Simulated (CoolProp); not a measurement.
Vapour-liquid equilibrium of chloromethane (R40) (1) + isobutene (2) at 64.35 °C; x and y are mole fractions of (1).

Model: multi-fluid Helmholtz-energy mixture model, Thol 2014 and Lemmon 2005; pair parameters Bell 2016, in CoolProp.

| x | bubble pressure (bar) | y at the bubble point | dew pressure at overall composition x (bar) | liquid density (mol/L) |
|---|---|---|---|---|
| 0.05 | ___ | 0.088 | 8.915 | 9.728 |
| 0.125 | ___ | 0.203 | 9.330 | 10.05 |
| 0.2 | 10.41 | 0.302 | 9.770 | 10.39 |
| 0.275 | 11.00 | 0.390 | 10.24 | 10.76 |
| 0.35 | 11.56 | 0.469 | 10.73 | 11.16 |
| 0.425 | 12.09 | 0.542 | 11.24 | 11.59 |
| 0.5 | 12.61 | 0.610 | 11.78 | 12.05 |
| 0.575 | 13.10 | 0.674 | 12.34 | 12.55 |
| 0.65 | 13.59 | 0.736 | 12.91 | 13.09 |
| 0.725 | ___ | 0.795 | 13.50 | 13.68 |
| 0.8 | 14.53 | 0.853 | 14.10 | 14.32 |
| 0.875 | 14.99 | 0.909 | 14.71 | 15.02 |
| 0.95 | 15.44 | 0.964 | 15.32 | 15.78 |

Problem. Complete the blanks.

Solution. 
- 0.05, bubble pressure (bar): 9.124
- 0.125, bubble pressure (bar): 9.789
- 0.725, bubble pressure (bar): 14.06

No azeotrope shows between x = 0.05 and 0.95.

Pair parameters are fitted to limited data, so mixtures are less certain than the pure fluids.
